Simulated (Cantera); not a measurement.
An isothermal, constant-pressure homogeneous reactor starts with NH3 : H2 = 1 : 14 (molar parts), at 1500 K and 1050 Torr. Integrator tolerance rtol = 1e-08.

Model: the gas-phase N/H chemistry of the illustrative SiF4/NH3 mechanism in the Surface Chemkin manual (1991), integrated in Cantera. Walls and surfaces, which speed up NH3 decomposition in real reactors, are not modelled.

Question: What does this change do: pressure from 1050 Torr to 405 Torr?

Answer: 
```
quantity                                            before                                     after
----------------  ----------------------------------------  ----------------------------------------
x(NH3) at 60.0 s    0.0626 (gas-phase equilibrium 1.44e-5)    0.0625 (gas-phase equilibrium 5.56e-6)
x(H2) at 60.0 s        0.936 (gas-phase equilibrium 0.969)       0.936 (gas-phase equilibrium 0.969)
x(N2) at 60.0 s     0.00193 (gas-phase equilibrium 0.0312)    0.00195 (gas-phase equilibrium 0.0312)
x(NH) at 60.0 s     3.09e-9 (gas-phase equilibrium <1e-12)    7.66e-9 (gas-phase equilibrium <1e-12)
x(NH2) at 60.0 s  2.10e-6 (gas-phase equilibrium 4.84e-10)  3.31e-6 (gas-phase equilibrium 3.00e-10)
```

Question: What does this change do: pressure from 1050 Torr to 10.00 Torr?

Answer: 
```
quantity                                            before                                     after
----------------  ----------------------------------------  ----------------------------------------
x(NH3) at 60.0 s    0.0626 (gas-phase equilibrium 1.44e-5)    0.0653 (gas-phase equilibrium 1.37e-7)
x(H2) at 60.0 s        0.936 (gas-phase equilibrium 0.969)       0.934 (gas-phase equilibrium 0.969)
x(N2) at 60.0 s     0.00193 (gas-phase equilibrium 0.0312)   0.000656 (gas-phase equilibrium 0.0312)
x(NH) at 60.0 s     3.09e-9 (gas-phase equilibrium <1e-12)    8.13e-8 (gas-phase equilibrium <1e-12)
x(NH2) at 60.0 s  2.10e-6 (gas-phase equilibrium 4.84e-10)  1.10e-5 (gas-phase equilibrium 4.72e-11)
```
